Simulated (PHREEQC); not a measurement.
Consider water at 25 °C with 0.0013 mol HF, 0.23 mol CsF and 0.38 mol HCl per kg of water. Closed to the air; pH follows from the charge balance.

All values are PHREEQC results (ion-association model, wateq4f.dat), not measurements.

The pH is 0.93. The ionic strength is 0.382 mol/kgw and the activity of water comes out as 0.984. The total alkalinity is -381 meq/kg.

| species | molality | activity | log γ |
|---|---|---|---|
| Cl- | 0.380 | 0.252 | -0.179 |
| Cs+ | 0.230 | 0.168 | -0.136 |
| H+ | 0.152 | 0.117 | -0.111 |
| HF | 0.131 | 0.143 | 0.038 |
| H2F2 | 0.0488 | 0.0533 | 0.038 |
| F- | 0.00124 | 0.000812 | -0.184 |
| HF2- | 0.000681 | 0.000445 | -0.184 |

Precipitation was switched off in this run. Species that the database lacks are ignored. wateq4f.dat counts part of the HF as a dimer, H2F2, which phreeqc.dat doesn't know; its constant is uncertain.
